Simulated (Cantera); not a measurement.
Charge: 1 mol Mg(OH)₂, 0.037 mol H₂, equilibrated at 27.0 Torr.

These are equilibrium values from Cantera (NASA tables, ideal gas, pure condensed phases), not measurements of a reactor. Candidate condensed phases: H₂O, Mg, MgO, Mg(OH)₂; 15 gas species. Kinetics and transport are ignored. All values below are at 1650 °C.

Base state: H₂O 0.959, H₂ 0.0371, OH 0.00213, H 0.000957, O₂ 0.000460, O 4.09e-5, Mg(OH)₂ 1.98e-5 (mole fractions); condensed: MgO(s).

What changes in the equilibrium state with this change: H₂ from 0.037 to 2.8 mol?


```csv
species,before,after
H₂,0.0371,0.733
H₂O,0.959,0.263
H,0.000957,0.00425
Mg,5.20e-6,0.000374
O₂,0.000460,8.87e-8
O,4.09e-5,5.68e-7
OH,0.00213,0.000131
"MgO(s), mol",1.000,0.998
```
